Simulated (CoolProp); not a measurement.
Saturated liquid density (kg/m³) of CH3F (R41): the reference equation beside estimates from Tc = 317.3 K, pc = 5906 kPa, ω = 0.200.

Computed with CoolProp (reference Helmholtz-energy equation of state, Lemmon 2006). It is a short technical equation, of lower accuracy than the large ones.

```tsv
T (K)	reference	van der Waals	Redlich-Kwong
186.8	897.6	473.2	697.5
189.4	892.3	470.7	693.1
191.9	887.2	468.1	688.7
194.4	882.0	465.6	684.3
197	876.5	462.9	679.6
199.5	871.3	460.3	675.1
202.1	865.7	457.5	670.3
204.6	860.3	454.8	665.6
207.2	854.7	452.0	660.6
209.7	849.2	449.2	655.8
212.2	843.6	446.4	650.8
214.8	837.8	443.4	645.6
217.3	832.1	440.6	640.5
219.9	826.1	437.5	635.1
```

Absolute difference from the reference over all 14 rows, mean and median: van der Waals 47.1 and 47.1 %, Redlich-Kwong 22.6 and 22.6 %.
